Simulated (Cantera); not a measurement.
A perfectly stirred reactor is fed with CH4 : H2 = 1 : 2.9 (molar parts), at 2670 Pa; it is held at 1400 K, and followed from long to short residence time.

Detailed kinetics in Cantera: GRI-Mech 3.0 (53 species, 325 reactions). GRI-Mech 3.0 stops at C3 and has no aromatics, soot or wall deposition, so with more carbon than oxygen in the feed, carbon stays in small species such as C2H2 where larger ones or solid carbon would form. Radical loss at walls, strong at low pressure, is not modelled.

Problem. What does this change do: temperature 1400 to 1825 K?

Solution. 
```json
[
 {"quantity": "x(CH4) at τ = 0.650 s", "before": "0.255", "after": "0.0270"},
 {"quantity": "x(H2) at τ = 0.650 s", "before": "0.744", "after": "0.879"},
 {"quantity": "x(CH3) at τ = 0.650 s", "before": "7.91e-5", "after": "0.00117"},
 {"quantity": "x(C2H4) at τ = 0.650 s", "before": "0.000240", "after": "0.000156"},
 {"quantity": "x(C2H6) at τ = 0.650 s", "before": "2.31e-5", "after": "3.73e-6"},
 {"quantity": "x(CH4) at τ = 11.0 ms", "before": "0.256", "after": "0.182"},
 {"quantity": "x(H2) at τ = 11.0 ms", "before": "0.744", "after": "0.785"},
 {"quantity": "x(CH3) at τ = 11.0 ms", "before": "1.00e-5", "after": "0.00486"},
 {"quantity": "x(C2H4) at τ = 11.0 ms", "before": "6.86e-8", "after": "0.00282"},
 {"quantity": "x(C2H6) at τ = 11.0 ms", "before": "1.32e-7", "after": "8.52e-5"}
]
```
